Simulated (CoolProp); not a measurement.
Vapour-liquid equilibrium of methanol (1) + ethanol (2) at 1.18 MPa; x and y are mole fractions of (1).

Computed with CoolProp (multi-fluid Helmholtz-energy mixture model, de Reuck 1993 and Schroeder 2014; pair parameters Bell 2016).

```json
[
 {"x": "0.05", "bubble temperature (K)": "429.7", "y at the bubble point": "0.065", "dew temperature at overall composition x (K)": "429.9", "liquid density (mol/L)": "14.09"},
 {"x": "0.2", "bubble temperature (K)": "427.4", "y at the bubble point": "0.246", "dew temperature at overall composition x (K)": "428.0", "liquid density (mol/L)": "14.88"},
 {"x": "0.35", "bubble temperature (K)": "425.4", "y at the bubble point": "0.411", "dew temperature at overall composition x (K)": "426.1", "liquid density (mol/L)": "15.73"},
 {"x": "0.5", "bubble temperature (K)": "423.3", "y at the bubble point": "0.565", "dew temperature at overall composition x (K)": "424.2", "liquid density (mol/L)": "16.66"},
 {"x": "0.65", "bubble temperature (K)": "421.3", "y at the bubble point": "0.710", "dew temperature at overall composition x (K)": "422.2", "liquid density (mol/L)": "17.68"},
 {"x": "0.8", "bubble temperature (K)": "419.2", "y at the bubble point": "0.843", "dew temperature at overall composition x (K)": "419.9", "liquid density (mol/L)": "18.80"},
 {"x": "0.95", "bubble temperature (K)": "417.0", "y at the bubble point": "0.963", "dew temperature at overall composition x (K)": "417.3", "liquid density (mol/L)": "20.04"}
]
```

No azeotrope shows between x = 0.05 and 0.95.

Pair parameters are fitted to limited data, so mixtures are less certain than the pure fluids.
